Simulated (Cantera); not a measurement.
Input: 1 mol SiC, 0.0019 mol Si, a varied amount of H₂, equilibrated at 2700 K and 0.488 Torr.

Equilibrium computed with Cantera from the NASA thermochemical tables; the gas is ideal and each condensed phase is pure. Candidate condensed phases: C, C₆H₆, C₇H₈, C₈H₁₈, Si, SiC; 87 gas species. The numbers say what is thermodynamically allowed, not how fast it happens.

Question: At 1.2 mol H₂, list the 6 most abundant gas species with their mole fractions, and the condensed phases.

Answer: H 0.597, Si 0.214, SiC₂ 0.0943, H₂ 0.0717, C₃ 0.0135, C 0.00326. Condensed: C(graphite).
